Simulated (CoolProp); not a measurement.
A simple Rankine cycle with R236EA: condensing at 293.15 K, boiler at 2.49 MPa, turbine inlet 411 K, turbine efficiency 0.6, pump efficiency 0.7, no recuperator. Each further row changes one setting.

Model: reference Helmholtz-energy equation of state, Rui 2013, in CoolProp.

| case | thermal efficiency (%) | net work (kJ/kg) | heat in (kJ/kg) | turbine exit temperature (K) | volume ratio over the turbine |
|---|---|---|---|---|---|
| as stated | 10.6 | 25.5 | 240 | 354.6 | (withheld) |
| condensing temperature 285.15 K | 11.5 | (withheld) | 250 | 350.7 | (withheld) |
| boiler pressure 1.74 MPa | 9.7 | 24.4 | 252 | 368.5 | 11.1 |
| turbine efficiency 0.5 | (withheld) | (withheld) | 240 | 359.5 | 18.3 |

**Question.** What belongs in the gaps?

**Answer.** 
- as stated, volume ratio over the turbine: 18.0
- condensing temperature 285.15 K, net work (kJ/kg): 28.7
- condensing temperature 285.15 K, volume ratio over the turbine: 24.2
- turbine efficiency 0.5, thermal efficiency (%): 8.7
- turbine efficiency 0.5, net work (kJ/kg): 20.9
